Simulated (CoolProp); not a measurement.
Vapour-liquid equilibrium of cyclohexane (1) + n-octane (2) at 61.45 °C; x and y are mole fractions of (1).

Model: multi-fluid Helmholtz-energy mixture model, Zhou 2014 and Beckmüller 2019; pair parameters Bell 2016, in CoolProp.

```tsv
x	bubble pressure (MPa)	y at the bubble point	dew pressure at overall composition x (MPa)	liquid density (mol/L)
0.05	0.01334	0.203	0.01163	5.953
0.125	0.01664	0.410	0.01241	6.112
0.2	0.01995	0.549	0.01330	?
0.275	0.02325	0.648	0.01433	6.454
0.35	0.02655	0.723	?	6.639
0.425	0.02982	0.781	0.01694	6.834
0.5	0.03307	0.827	?	7.039
0.575	?	0.865	0.02073	?
0.65	0.03953	0.897	?	7.488
0.725	0.04275	0.925	0.02667	7.733
0.8	0.04596	0.949	?	7.994
0.875	0.04918	0.970	0.03723	8.272
0.95	0.05242	?	0.04615	8.568
```

**Question.** Complete the blanks.

**Answer.** 
- 0.2, liquid density (mol/L): 6.279
- 0.35, dew pressure at overall composition x (MPa): 0.01553
- 0.5, dew pressure at overall composition x (MPa): 0.01865
- 0.575, bubble pressure (MPa): 0.03631
- 0.575, liquid density (mol/L): 7.257
- 0.65, dew pressure at overall composition x (MPa): 0.02333
- 0.8, dew pressure at overall composition x (MPa): 0.03110
- 0.95, y at the bubble point: 0.989

No azeotrope shows between x = 0.05 and 0.95.

Pair parameters are fitted to limited data, so mixtures are less certain than the pure fluids.
